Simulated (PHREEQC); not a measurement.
Dissolve 0.1 mol Cu(BF4)2, 0.0043 mol H2SO4 and 0.072 mol Na2SO4 per kg of water at 25 °C. Closed to the air; pH follows from the charge balance.

Model: ion-association model, wateq4f.dat, run in PHREEQC.

Task: The ionic strength comes out as 0.392 mol/kgw. What activity coefficients do BF3OH-, BF4-, F-, Na+, BF(OH)3- get?

Result: BF3OH- 0.62, BF4- 0.62, F- 0.65, Na+ 0.71, BF(OH)3- 0.62.

Precipitation was switched off in this run. Real BF4- forms and hydrolyses slowly; the run takes it at equilibrium.
